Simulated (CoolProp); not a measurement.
Vapour-liquid equilibrium of CHF3 (R23) (1) + R22 (2) at 48.8 kPa; x and y are mole fractions of (1).

The numbers come from the multi-fluid Helmholtz-energy mixture model, Penoncello 2003 and Kamei 1995; pair parameters Bell 2016 in CoolProp.

| x | bubble temperature, mixture model (°C) | bubble temperature, Raoult's law (°C) | y, mixture model | y, Raoult's law |
|---|---|---|---|---|
| 0.05 | -62.5 | -60.9 | 0.361 | 0.307 |
| 0.2 | -75.4 | -72.2 | 0.757 | 0.709 |
| 0.35 | -82.0 | -79.2 | ___ | 0.854 |
| 0.5 | -86.1 | -84.1 | 0.923 | 0.921 |
| 0.65 | ___ | -87.7 | 0.953 | 0.959 |
| 0.8 | ___ | -90.6 | 0.974 | 0.981 |
| 0.95 | ___ | -93.0 | ___ | 0.996 |

Q: Fill in the missing entries.

A: 
- 0.35, y, mixture model: 0.873
- 0.65, bubble temperature, mixture model (°C): -88.9
- 0.8, bubble temperature, mixture model (°C): -91.1
- 0.95, bubble temperature, mixture model (°C): -93.1
- 0.95, y, mixture model: 0.993

The largest gap from Raoult's law is -3.2 K in bubble temperature, at x = 0.2. No azeotrope shows between x = 0.05 and 0.95.

Pair parameters are fitted to limited data, so mixtures are less certain than the pure fluids.
